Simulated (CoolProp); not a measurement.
Vapour-liquid equilibrium of R125 (1) + R227EA (2) at 195.4 K; x and y are mole fractions of (1).

Model: multi-fluid Helmholtz-energy mixture model, Lemmon 2005 and Lemmon 2016; pair parameters Bell 2016, in CoolProp.

| x | bubble pressure, mixture model (bar) | bubble pressure, Raoult's law (bar) | y, mixture model | y, Raoult's law |
|---|---|---|---|---|
| 0.05 | 0.03288 | 0.03279 | 0.277 | 0.276 |
| 0.15 | 0.04882 | 0.04838 | 0.564 | 0.561 |
| 0.25 | 0.06481 | 0.06398 | 0.710 | 0.707 |
| 0.35 | 0.08071 | 0.07957 | 0.797 | 0.796 |
| 0.45 | 0.09645 | 0.09516 | 0.856 | 0.856 |
| 0.55 | 0.1120 | 0.1108 | 0.898 | 0.898 |
| 0.65 | 0.1274 | 0.1263 | 0.929 | 0.931 |
| 0.75 | 0.1426 | 0.1419 | 0.954 | 0.956 |
| 0.85 | 0.1579 | 0.1575 | 0.975 | 0.976 |
| 0.95 | 0.1732 | 0.1731 | 0.992 | 0.993 |

The largest gap from Raoult's law is +1.4 % in bubble pressure, at x = 0.35. No azeotrope shows between x = 0.05 and 0.95.

Pair parameters are fitted to limited data, so mixtures are less certain than the pure fluids.
